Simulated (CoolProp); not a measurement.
Vapour-liquid equilibrium of carbon dioxide (1) + CH2F2 (R32) (2) at 230.7 K; x and y are mole fractions of (1).

Model: multi-fluid Helmholtz-energy mixture model, Span 1996 and Tillner-Roth 1997; pair parameters Bell 2016, in CoolProp.

```json
[
 {"x": "0.05", "bubble pressure (kPa)": "197.7", "y at the bubble point": "0.228", "dew pressure at overall composition x (kPa)": "165.8", "liquid density (mol/L)": "22.92"},
 {"x": "0.125", "bubble pressure (kPa)": "256.8", "y at the bubble point": "0.443", "dew pressure at overall composition x (kPa)": "177.9", "liquid density (mol/L)": "23.07"},
 {"x": "0.2", "bubble pressure (kPa)": "315.7", "y at the bubble point": "0.579", "dew pressure at overall composition x (kPa)": "191.9", "liquid density (mol/L)": "23.24"},
 {"x": "0.275", "bubble pressure (kPa)": "374.1", "y at the bubble point": "0.672", "dew pressure at overall composition x (kPa)": "208.2", "liquid density (mol/L)": "23.41"},
 {"x": "0.35", "bubble pressure (kPa)": "431.9", "y at the bubble point": "0.740", "dew pressure at overall composition x (kPa)": "227.4", "liquid density (mol/L)": "23.60"},
 {"x": "0.425", "bubble pressure (kPa)": "488.8", "y at the bubble point": "0.793", "dew pressure at overall composition x (kPa)": "250.5", "liquid density (mol/L)": "23.80"},
 {"x": "0.5", "bubble pressure (kPa)": "544.9", "y at the bubble point": "0.834", "dew pressure at overall composition x (kPa)": "278.6", "liquid density (mol/L)": "24.00"},
 {"x": "0.575", "bubble pressure (kPa)": "600.3", "y at the bubble point": "0.869", "dew pressure at overall composition x (kPa)": "313.6", "liquid density (mol/L)": "24.21"},
 {"x": "0.65", "bubble pressure (kPa)": "655.2", "y at the bubble point": "0.898", "dew pressure at overall composition x (kPa)": "358.4", "liquid density (mol/L)": "24.43"},
 {"x": "0.725", "bubble pressure (kPa)": "710.0", "y at the bubble point": "0.923", "dew pressure at overall composition x (kPa)": "417.4", "liquid density (mol/L)": "24.66"},
 {"x": "0.8", "bubble pressure (kPa)": "764.9", "y at the bubble point": "0.946", "dew pressure at overall composition x (kPa)": "497.8", "liquid density (mol/L)": "24.90"},
 {"x": "0.875", "bubble pressure (kPa)": "820.7", "y at the bubble point": "0.967", "dew pressure at overall composition x (kPa)": "611.5", "liquid density (mol/L)": "25.15"},
 {"x": "0.95", "bubble pressure (kPa)": "877.8", "y at the bubble point": "0.987", "dew pressure at overall composition x (kPa)": "774.6", "liquid density (mol/L)": "25.41"}
]
```

No azeotrope shows between x = 0.05 and 0.95.

Pair parameters are fitted to limited data, so mixtures are less certain than the pure fluids.
